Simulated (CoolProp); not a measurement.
Computed with CoolProp (reference Helmholtz-energy equation of state, Lemmon 2006). It is a short technical equation, of lower accuracy than the large ones.

### Question
For isopentane, give the phase and the Z, cp (kJ/(kg K)), speed of sound (m/s), isothermal compressibility (1/MPa) at 425.9 K and 3.86 MPa; 457.7 K and 3.86 MPa; 478.8 K and 3.86 MPa.

### Answer
- 425.9 K and 3.86 MPa: liquid; Z 0.172, cp 3.17, speed of sound 409, isothermal compressibility 0.0184
- 457.7 K and 3.86 MPa: liquid; Z 0.198, cp 4.31, speed of sound 214, isothermal compressibility 0.105
- 478.8 K and 3.86 MPa: supercritical; Z 0.484, cp 4.92, speed of sound 129, isothermal compressibility 0.799
